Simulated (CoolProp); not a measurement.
n-perfluorohexane along the isotherm 450 K: density (kg/m³) from the reference equation and from simpler models built on Tc = 448.0 K, pc = 1742 kPa, ω = 0.497; each cubic takes its own stable root.

Computed with CoolProp (reference Helmholtz-energy equation of state, Gao 2022).

```json
[
 {"p (kPa)": "187", "phase": "gas", "reference": "17.56", "van der Waals": "17.46", "Soave-Redlich-Kwong": "17.54"},
 {"p (kPa)": "373", "phase": "gas", "reference": "36.56", "van der Waals": "36.10", "Soave-Redlich-Kwong": "36.44"},
 {"p (kPa)": "560", "phase": "gas", "reference": "57.57", "van der Waals": "56.42", "Soave-Redlich-Kwong": "57.25"},
 {"p (kPa)": "746", "phase": "gas", "reference": "80.95", "van der Waals": "78.61", "Soave-Redlich-Kwong": "80.22"},
 {"p (kPa)": "933", "phase": "gas", "reference": "107.8", "van der Waals": "103.6", "Soave-Redlich-Kwong": "106.3"},
 {"p (kPa)": "1120", "phase": "gas", "reference": "139.6", "van der Waals": "132.2", "Soave-Redlich-Kwong": "136.6"},
 {"p (kPa)": "1310", "phase": "gas", "reference": "179.8", "van der Waals": "167.1", "Soave-Redlich-Kwong": "174.1"},
 {"p (kPa)": "1490", "phase": "gas", "reference": "?", "van der Waals": "210.0", "Soave-Redlich-Kwong": "220.4"},
 {"p (kPa)": "1680", "phase": "gas", "reference": "325.0", "van der Waals": "283.0", "Soave-Redlich-Kwong": "298.2"},
 {"p (kPa)": "1870", "phase": "supercritical", "reference": "811.2", "van der Waals": "547.0", "Soave-Redlich-Kwong": "?"},
 {"p (kPa)": "2050", "phase": "supercritical", "reference": "920.9", "van der Waals": "600.1", "Soave-Redlich-Kwong": "692.1"},
 {"p (kPa)": "2240", "phase": "supercritical", "reference": "971.0", "van der Waals": "?", "Soave-Redlich-Kwong": "?"},
 {"p (kPa)": "2430", "phase": "supercritical", "reference": "1004", "van der Waals": "655.8", "Soave-Redlich-Kwong": "776.9"},
 {"p (kPa)": "2610", "phase": "supercritical", "reference": "1028", "van der Waals": "673.6", "Soave-Redlich-Kwong": "803.7"}
]
```

### Question
What belongs in the gaps?

### Answer

- 1490, reference: 231.6
- 1870, Soave-Redlich-Kwong: 603.6
- 2240, van der Waals: 632.3
- 2240, Soave-Redlich-Kwong: 741.5
